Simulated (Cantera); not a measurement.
Charge: 1 mol LiCl, 0.29 mol HF, 170 mol H2, held at 2100 K and 0.100 bar.

Cantera equilibrium calculation (NASA polynomials, part measured and part estimated; ideal gas, pure solids and liquids). Candidate condensed phases: Li, LiCl, LiF, LiH; 25 gas species. The numbers say what is thermodynamically allowed, not how fast it happens.

Base state: H2 0.982, H 0.00976, LiCl 0.00441, HCl 0.00139, HF 0.00119, Li 0.000893, LiF 0.000495, LiH 1.10e-5 (mole fractions); condensed: gas only.

Q: What changes in the equilibrium state with this change: H2 from 170 to 0.42 mol?

A: 
```csv
species,before,after
LiCl,0.00441,0.503
H2,0.982,0.243
HF,0.00119,0.0912
LiF,0.000495,0.0776
HCl,0.00139,0.0777
Li2F2,6.18e-9,0.000152
Li2Cl2,4.83e-8,0.000629
Cl,1.02e-5,0.00114
H,0.00976,0.00485
```
